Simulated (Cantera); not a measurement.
Charge: 1 mol Fe, 0.68 mol SO₂, 11 mol H₂, held at 98.0 Pa.

These are equilibrium values from Cantera (NASA tables, ideal gas, pure condensed phases), not measurements of a reactor. Candidate condensed phases: Fe, FeO, Fe(OH)₂, Fe(OH)₃, FeS, FeSO₄, FeS₂, Fe₂O₃, Fe₂(SO₄)₃, Fe₃O₄, H₂O, H₂SO₄, S; 22 gas species. Metal and sulfide melt together well below either melting point, which pure phases cannot show. Mutual solubility and eutectic melting of coexisting phases are not modelled. FeS: taken at fixed stoichiometry. Gases not in the tables: S₃ to S₇. Equilibrium is a limit: real reactors are often held back by kinetics, nucleation or transport.

### Question
Which condensed phases are stable at each of these points (T (K)): 948, 1048, 1148, 1248, 1348, 1448, 1548, 1648, 1748, 1848, 1948?

### Answer
```
T (K)  condensed phases  Fe condensed (%)
-----  ----------------  ----------------
948      Fe(α) + FeS(s)             100.0
1048     Fe(α) + FeS(s)             100.0
1148     Fe(α) + FeS(s)             100.0
1248     Fe(γ) + FeS(s)             100.0
1348     Fe(γ) + FeS(s)             100.0
1448     Fe(γ) + FeS(s)              99.9
1548              Fe(γ)              99.5
1648              Fe(γ)              97.0
1748              Fe(δ)              84.1
1848              Fe(l)              29.0
1948           gas only               0.0
```

From 948 K to 1148 K the condensed part is Fe(α) + FeS(s). From 1248 K to 1448 K the condensed part is Fe(γ) + FeS(s). From 1548 K to 1648 K the condensed part is Fe(γ). At 1748 K the condensed part is Fe(δ). At 1848 K the condensed part is Fe(l). At 1948 K nothing is condensed.
